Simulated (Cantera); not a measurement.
An isothermal, constant-pressure homogeneous reactor starts with 82.0 % NH3, 18.0 % H2, at 1925 K and 0.0132 atm.

Cantera simulation using the gas-phase N/H chemistry of the illustrative SiF4/NH3 mechanism in the Surface Chemkin manual (1991); the numbers are that mechanism's predictions, not measurements. Walls and surfaces, which speed up NH3 decomposition in real reactors, are not modelled.

One state of this run: x NH3 = 0.562; x H2 = 0.367; x N = 7.78e-7; x H = 0.000189; x N2H2 = 5.50e-6. x: mole fraction; the columns are a selection and need not sum to one.

**Question.** Which value of t (s) does it belong to?
A) 0.795
B) 3.85
C) 0.164
D) 90.0

**Answer.** A, 0.795
